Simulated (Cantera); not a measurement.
A Cantera script and what it prints.

```python
import numpy as np
import cantera as ct

gas_names = [...]  # 95 gases of nasa_gas.yaml made of C, F, H
cond_names = """
    C(gr) C6H6(L) C7H8(L) C8H18(L),n-octa
""".split()


# ... load() reads the species with a 1 bar reference pressure and builds the phases ...
atoms = {
    'CH3F': {'C': 1, 'H': 3, 'F': 1},
    'H2': {'H': 2},
}
top_T = {'C(gr)': 4500}  # K; cautious upper limits of use, not melting points


# ... equilibrate(T, P, feed) seeds the gas with the atoms and calls Mixture.equilibrate('TP', solver="vcs", rtol=1e-11, max_steps=5000) ...
results = []
feed = {'CH3F': 1, 'H2': 9.2}  # mol
T = 2948  # K
for P in [1, 6.8, 46, 320, 2200, 15000, 100000]:
    mix = equilibrate(T, P, feed)
    results.append((T, P, feed, dict(zip(mix.species_names, mix.species_moles))))

top = {s: max(r[3][s] / sum(r[3][g] for g in gas_names) for r in results) for s in gas_names}
cols = sorted((s for s in top if top[s] > 1e-06), key=lambda s: -top[s])[:6]
seen = [c for c in cond_names if any(r[3].get(c, 0) > 1e-12 for r in results)]
print("log10 of partial pressures in bar; condensed amounts in mol")
print(f"{'P/Pa':>10s}" + "".join(f"{s[:9]:>10s}" for s in cols + seen))
for T, P, feed, n in results:
    ng = sum(n[g] for g in gas_names)
    print(f"{P:10.4g}" + "".join(f"{np.log10(max(n[s] / ng * P / 1e5, 1e-99)):10.3f}" for s in cols)
          + "".join(f"{n.get(c, 0):10.4g}" for c in seen))
```

Output:

```
log10 of partial pressures in bar; condensed amounts in mol
      P/Pa         H        H2        HF         C         F C2H2,acet
         1    -5.039    -8.334    -7.450    -6.376    -6.405   -13.331
       6.8    -4.207    -6.669    -5.948    -5.610    -5.736   -10.135
        46    -3.381    -5.017    -4.771    -5.091    -5.385    -7.445
       320    -2.587    -3.429    -3.802    -4.750    -5.210    -5.174
      2200    -1.921    -2.099    -2.855    -4.550    -4.928    -3.444
   1.5e+04    -1.390    -1.036    -1.939    -4.516    -4.543    -2.312
     1e+05    -0.932    -0.120    -1.076    -4.523    -4.138    -1.411
```

These are equilibrium values from Cantera (NASA tables, ideal gas, pure condensed phases), not measurements of a reactor.
